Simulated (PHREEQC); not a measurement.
NaHCO3 is added in steps, without added water, to 1 kg of water holding 0.0014 mol CuCl2, 0.0021 mol HNO3 and 0.0031 mol NaCl, at 20 °C. O2 is buffered at 0.21 atm. CO2 is held at log p = -3.4 (atm). Only these solids could form: Cu(OH)2, Malachite, Atacamite, Cu2(OH)3NO3, Halite, Nahcolite, Natron.

Base run: PHREEQC, ion-association model, wateq4f.dat. Each further column changes one thing. The table gives HCO3- (mol/kgw).

```json
[
 {"NaHCO3 added (mol)": "0", "base": "3.71e-9", "CuCl2 from 0.0014 to 0.00028 mol/kgw": "3.59e-9", "NaCl left out": "3.60e-9", "temperature from 20 to 30 °C": "3.21e-9", "no solid may form": "3.71e-9"},
 {"NaHCO3 added (mol)": "0.0005531", "base": "5.03e-9", "CuCl2 from 0.0014 to 0.00028 mol/kgw": "4.88e-9", "NaCl left out": "4.89e-9", "temperature from 20 to 30 °C": "4.36e-9", "no solid may form": "5.03e-9"},
 {"NaHCO3 added (mol)": "0.0009219", "base": "6.60e-9", "CuCl2 from 0.0014 to 0.00028 mol/kgw": "6.40e-9", "NaCl left out": "6.42e-9", "temperature from 20 to 30 °C": "5.72e-9", "no solid may form": "6.60e-9"},
 {"NaHCO3 added (mol)": "0.001475", "base": "1.25e-8", "CuCl2 from 0.0014 to 0.00028 mol/kgw": "1.21e-8", "NaCl left out": "1.21e-8", "temperature from 20 to 30 °C": "1.08e-8", "no solid may form": "1.25e-8"},
 {"NaHCO3 added (mol)": "0.002028", "base": "1.08e-7", "CuCl2 from 0.0014 to 0.00028 mol/kgw": "1.05e-7", "NaCl left out": "1.05e-7", "temperature from 20 to 30 °C": "9.33e-8", "no solid may form": "1.08e-7"},
 {"NaHCO3 added (mol)": "0.002397", "base": "1.57e-6", "CuCl2 from 0.0014 to 0.00028 mol/kgw": "9.78e-6", "NaCl left out": "1.90e-6", "temperature from 20 to 30 °C": "9.62e-7", "no solid may form": "1.25e-5"},
 {"NaHCO3 added (mol)": "0.00295", "base": "2.00e-6", "CuCl2 from 0.0014 to 0.00028 mol/kgw": "0.000288", "NaCl left out": "2.44e-6", "temperature from 20 to 30 °C": "1.23e-6", "no solid may form": "2.94e-5"},
 {"NaHCO3 added (mol)": "0.003503", "base": "2.96e-6", "CuCl2 from 0.0014 to 0.00028 mol/kgw": "0.000828", "NaCl left out": "3.64e-6", "temperature from 20 to 30 °C": "1.81e-6", "no solid may form": "5.42e-5"},
 {"NaHCO3 added (mol)": "0.003872", "base": "4.85e-6", "CuCl2 from 0.0014 to 0.00028 mol/kgw": "0.00118", "NaCl left out": "6.01e-6", "temperature from 20 to 30 °C": "2.99e-6", "no solid may form": "7.98e-5"},
 {"NaHCO3 added (mol)": "0.004425", "base": "3.59e-5", "CuCl2 from 0.0014 to 0.00028 mol/kgw": "0.00171", "NaCl left out": "1.60e-5", "temperature from 20 to 30 °C": "3.37e-5", "no solid may form": "0.000146"},
 {"NaHCO3 added (mol)": "0.004978", "base": "8.22e-5", "CuCl2 from 0.0014 to 0.00028 mol/kgw": "0.00222", "NaCl left out": "8.19e-5", "temperature from 20 to 30 °C": "7.98e-5", "no solid may form": "0.000304"},
 {"NaHCO3 added (mol)": "0.005347", "base": "0.000442", "CuCl2 from 0.0014 to 0.00028 mol/kgw": "0.00256", "NaCl left out": "0.000442", "temperature from 20 to 30 °C": "0.000439", "no solid may form": "0.000530"},
 {"NaHCO3 added (mol)": "0.0059", "base": "0.000979", "CuCl2 from 0.0014 to 0.00028 mol/kgw": "0.00306", "NaCl left out": "0.000981", "temperature from 20 to 30 °C": "0.000969", "no solid may form": "0.00101"}
]
```

The database's constant for dissolved Cu(OH)2 is higher than later reviews accept. In at least one series the solution becomes supersaturated in solids that the run did not let form, among them Cu(OH)2, Malachite, Atacamite, Cu2(OH)3NO3.
